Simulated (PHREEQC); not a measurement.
Copper plating or etch bath

Solution (85 °C): 0.08 mol/kgw CuCl2, 5.2e-05 mol/kgw HCl and 0.022 mol/kgw FeCl3. Closed to the air; pH follows from the charge balance.

The numbers come from PHREEQC with the ion-association model, phreeqc.dat.

No solid was allowed to form.

Question: What pH does the model give?

Answer: pH 2.02.

Question: In which forms is Cu present?

Answer: CuCl+ 56 %, Cu+2 40 %, CuCl2 3.7 % of the Cu.

The solution is supersaturated, for example in Hematite (slow to form), Goethite (slow to form), so a real one may precipitate; this is no full list. Constants without temperature data keep their 25 °C values here.
